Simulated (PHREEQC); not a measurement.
Solution (25 °C): 18 mmol/kgw HF, 0.46 mmol/kgw Na2B4O7 and 8.2 mmol/kgw KCl. Closed to the air; pH follows from the charge balance.

All values are PHREEQC results (ion-association model, phreeqc.dat), not measurements.

Each row changes one thing in this solution. Precipitation was switched off in this run.

```csv
case,pH,ionic strength (mol/kgw),HF (mol/kgw),F- (mol/kgw),HF2- (mol/kgw)
as made,2.54,0.0123,0.00848,0.00221,7.18e-5
0.0047 mol/kgw CO2 added,2.54,0.0123,0.00848,0.00221,7.18e-5
KCl left out,2.54,0.00400,0.00857,0.00212,6.96e-5
temperature from 25 to 90 °C,2.78,0.0110,0.0118,0.00147,7.20e-5
Na2B4O7 from 0.00046 to 0.00069 mol/kgw,2.57,0.0125,0.00594,0.00166,3.79e-5
Na2B4O7 left out,2.50,0.0117,0.0143,0.00334,0.000183
HF replaced by KHF2 at the same molality,3.31,?,0.0104,?,0.000677
temperature from 25 to 35 °C,2.57,0.0121,?,0.00203,?
```

Problem. What belongs in the gaps?

Solution. 
- HF replaced by KHF2 at the same molality, ionic strength (mol/kgw): 0.0277
- HF replaced by KHF2 at the same molality, F- (mol/kgw): 0.0169
- temperature from 25 to 35 °C, HF (mol/kgw): 0.00876
- temperature from 25 to 35 °C, HF2- (mol/kgw): 7.28e-5

Constants without temperature data keep their 25 °C values here. Real BF4- forms and hydrolyses slowly; the run takes it at equilibrium.
